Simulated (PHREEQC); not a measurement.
Consider water at 25 °C with 3.6 mmol/kgw HF, 2.4 mmol/kgw (CH3)4NF and 0.00035 mmol/kgw H4SiO4. Closed to the air; pH follows from the charge balance.

Computed with PHREEQC (ion-association model, phreeqc.dat).

Each row changes one thing in this solution. This is a speciation only: nothing precipitates in the calculation.

```
case                                pH  ionic strength (mol/kgw)  F- (mol/kgw)  HF (mol/kgw)  HF2- (mol/kgw)  H4SiO4 (mol/kgw)  SI of Quartz (SiO2)
--------------------------------  ----  ------------------------  ------------  ------------  --------------  ----------------  -------------------
as made                           3.18                   0.00310       0.00307       0.00286         3.37e-5           1.63e-9                -4.81
diluted 10-fold with water        3.67                  0.000458      0.000457      0.000142         2.50e-7           3.50e-8                -3.48
0.00024 mol/kgw NaF added            …                   0.00331       0.00327       0.00290         3.63e-5           1.37e-9                -4.88
(CH3)4NF left out                 2.90                   0.00129       0.00128       0.00230               …           2.22e-8                -3.67
diluted 100-fold with water       4.48                   5.72e-5       5.72e-5       2.80e-6        6.14e-10                 …                -4.48
HF from 0.0036 to 0.0072 mol/kgw  2.93                   0.00365       0.00357             …         8.03e-5          6.79e-11                -6.19
```

Task: Complete the blanks.

Result: 
- 0.00024 mol/kgw NaF added, pH: 3.20
- (CH3)4NF left out, HF2- (mol/kgw): 1.13e-5
- diluted 100-fold with water, H4SiO4 (mol/kgw): 3.50e-9
- HF from 0.0036 to 0.0072 mol/kgw, HF (mol/kgw): 0.00587

Complexes and solids missing from the database can't appear. (CH3)4N+ isn't in the database: it is added as a free cation with an ion size of 4 Å. SiF6-2 is the database's only silicon fluoride.
